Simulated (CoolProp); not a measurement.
Vapour-liquid equilibrium of ethylene (1) + propane (2) at 179.7 K; x and y are mole fractions of (1).

Model: multi-fluid Helmholtz-energy mixture model, Smukala 2000 and Lemmon 2009; pair parameters Bell 2016, in CoolProp.

| x | bubble pressure (MPa) | y at the bubble point | dew pressure at overall composition x (MPa) | liquid density (mol/L) |
|---|---|---|---|---|
| 0.05 | 0.01523 | 0.689 | 0.005206 | 14.66 |
| 0.15 | 0.03554 | 0.879 | 0.005804 | 15.10 |
| 0.25 | 0.05509 | 0.930 | 0.006557 | 15.56 |
| 0.35 | 0.07354 | 0.953 | 0.007535 | 16.04 |
| 0.45 | 0.09085 | 0.967 | 0.008855 | 16.54 |
| 0.55 | 0.1072 | 0.976 | 0.01074 | 17.06 |
| 0.65 | 0.1228 | 0.983 | 0.01363 | 17.60 |
| 0.75 | 0.1381 | 0.988 | 0.01865 | 18.17 |
| 0.85 | 0.1537 | 0.993 | 0.02953 | 18.76 |
| 0.95 | 0.1702 | 0.998 | 0.07020 | 19.38 |

No azeotrope shows between x = 0.05 and 0.95.

Pair parameters are fitted to limited data, so mixtures are less certain than the pure fluids.
